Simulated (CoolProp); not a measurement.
Aqueous ammonia as a coolant, 6 % by mass, freezing at -7.4 °C, 1 atm.

Computed with CoolProp (Melinder's fits for secondary coolants).

| T (°C) | density (kg/m³) | conductivity (W/(m K)) | viscosity (mPa s) | Prandtl number |
|---|---|---|---|---|
| -4.6 | 976.8 | 0.509 | 2.31 | 19.2 |
| -1.8 | 976.7 | 0.516 | 2.08 | 17.0 |
| 0.9 | 976.5 | 0.521 | 1.88 | 15.2 |
| 3.7 | 976.2 | 0.527 | 1.72 | 13.7 |
| 6.4 | 975.8 | 0.532 | 1.58 | 12.5 |
| 9.2 | 975.4 | 0.537 | 1.46 | 11.4 |
| 11.9 | 974.8 | 0.541 | 1.36 | 10.5 |
| 14.7 | 974.2 | 0.546 | 1.26 | 9.70 |
| 17.4 | 973.6 | 0.550 | 1.18 | 8.99 |
| 20.2 | 972.8 | 0.555 | 1.10 | 8.31 |
| 22.9 | 972.0 | 0.559 | 1.03 | 7.72 |
| 25.7 | 971.2 | 0.564 | 0.961 | 7.13 |
| 28.4 | 970.3 | 0.570 | 0.897 | 6.59 |
